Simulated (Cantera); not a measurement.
An isothermal, constant-pressure homogeneous reactor starts with CH4 : H2 = 0.0079 : 1 (molar parts), at 1675 K and 0.0200 bar. Integrator tolerance rtol = 1e-08.

Computed with Cantera and GRI-Mech 3.0 (53 species, 325 reactions). GRI-Mech 3.0 stops at C3 and has no aromatics, soot or wall deposition, so with more carbon than oxygen in the feed, carbon stays in small species such as C2H2 where larger ones or solid carbon would form. Radical loss at walls, strong at low pressure, is not modelled.

Task: What does this change do: CH4 0.0079 to 0.033 parts?

Result: 
```json
[
 {"quantity": "x(CH4) at 100 s", "before": "0.000288 (gas-phase equilibrium 0.000192)", "after": "0.000413 (gas-phase equilibrium 0.000378)"},
 {"quantity": "x(H2) at 100 s", "before": "0.995 (gas-phase equilibrium 0.995)", "after": "0.983 (gas-phase equilibrium 0.984)"},
 {"quantity": "x(C2H4) at 100 s", "before": "4.38e-6 (gas-phase equilibrium 4.44e-6)", "after": "1.77e-5 (gas-phase equilibrium 1.77e-5)"},
 {"quantity": "x(C2H) at 100 s", "before": "1.53e-8 (gas-phase equilibrium 1.55e-8)", "after": "6.28e-8 (gas-phase equilibrium 6.29e-8)"},
 {"quantity": "x(CH3) at 100 s", "before": "4.84e-6 (gas-phase equilibrium 3.22e-6)", "after": "6.98e-6 (gas-phase equilibrium 6.39e-6)"}
]
```
